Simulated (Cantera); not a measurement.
Feed: 1 mol Ti(OiPr)4, 1.7 mol H2O, 170 mol H2, at 1750 K and 0.610 bar.

Equilibrium computed with Cantera from the NASA thermochemical tables; the gas is ideal and each condensed phase is pure. Candidate condensed phases: C, C6H6, C7H8, C8H18, H2O, Ti, TiC, TiO, TiO2, Ti2O3, Ti3O5, Ti4O7; 113 gas species. The feed counts by its element totals alone. TiC: taken at fixed stoichiometry. The numbers say what is thermodynamically allowed, not how fast it happens.

### Question
What is the equilibrium state?

### Answer
```json
{
  "x(H2)": "0.969",
  "x(CO)": "0.0298",
  "x(CH4)": "0.000523",
  "x(H)": "0.000293",
  "x(C2H2 (acetylene))": "0.000111",
  "x(H2O)": "6.48e-6",
  "x(CH3)": "3.21e-6",
  "x(C2H4)": "2.20e-6",
  "n(C(graphite))": "5.16 mol",
  "n(TiC(s))": "1.00 mol",
  "gas_amount": "191.3 mol",
  "log10 activity of Ti(β) (absent)": "-4.84",
  "log10 activity of Ti2O3(s) (absent)": "-7.28",
  "log10 activity of Ti3O5(s) (absent)": "-12.06"
}
```
